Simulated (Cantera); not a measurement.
Feed: 1 mol C2F6, 3.9 mol H2, held at 1000 Pa.

These are equilibrium values from Cantera (NASA tables, ideal gas, pure condensed phases), not measurements of a reactor. Candidate condensed phases: C, C6H6, C7H8, C8H18; 95 gas species. The feed counts by its element totals alone. Kinetics and transport are ignored.

x: gas mole fraction; n: condensed amount in mol.

```
T (°C)   x HF     x H    x H2       x F      x C3  n C(graphite)
------  -----  ------  ------  --------  --------  -------------
2150    0.844  0.0557  0.0986  0.000810   1.44e-5           1.99
2250    0.832     [?]     [?]       [?]       [?]           1.98
2350    0.816   0.110  0.0685   0.00372  0.000307           1.97
2450    0.795   0.142  0.0522   0.00767   0.00119           1.94
2550    0.766   0.172  0.0378    0.0154   0.00418           1.85
2650    0.720     [?]     [?]       [?]       [?]            [?]
2750    0.641   0.227  0.0180    0.0521    0.0398          0.690
```

Question: What belongs in the gaps?

Answer: 
- 2250, x H: 0.0808
- 2250, x H2: 0.0845
- 2250, x F: 0.00176
- 2250, x C3: 7.09e-5
- 2650, x H: 0.201
- 2650, x H2: 0.0264
- 2650, x F: 0.0294
- 2650, x C3: 0.0134
- 2650, n C(graphite): 1.56
